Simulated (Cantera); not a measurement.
A closed system holds: 1 mol BCl₃, 6.2 mol H₂O, at 1300 Pa.

Method: chemical equilibrium by Gibbs-energy minimisation in Cantera with the NASA 1993 tables (ideal gas, pure condensed phases). Candidate condensed phases: B, B₂O₃, B₃O₃H₃, H₂O; 33 gas species. The tables' values for BOCl are old estimates; treat these amounts as uncertain. Gases not in the tables: H₃BO₃. The numbers say what is thermodynamically allowed, not how fast it happens. All values below are at 1548 K.

Base state: H₂O 0.512, HCl 0.363, HBO₂ 0.119, Cl 0.00210, H₂ 0.00139, B₂O₃ 0.00116, O₂ 0.000129, OH 0.000124 (mole fractions); condensed: gas only.

Problem. What changes in the equilibrium state with this change: BCl₃ replaced by B?

Solution. 
```json
[
 {"species": "H₂O", "before": "0.512", "after": "0.628"},
 {"species": "H₂", "before": "0.00139", "after": "0.224"},
 {"species": "HBO₂", "before": "0.119", "after": "0.146"},
 {"species": "HCl", "before": "0.363", "after": "0"},
 {"species": "Cl", "before": "0.00210", "after": "0"},
 {"species": "BOCl", "before": "7.87e-5", "after": "0"},
 {"species": "O₂", "before": "0.000129", "after": "7.53e-9"},
 {"species": "HBO", "before": "2.36e-7", "after": "3.79e-5"}
]
```
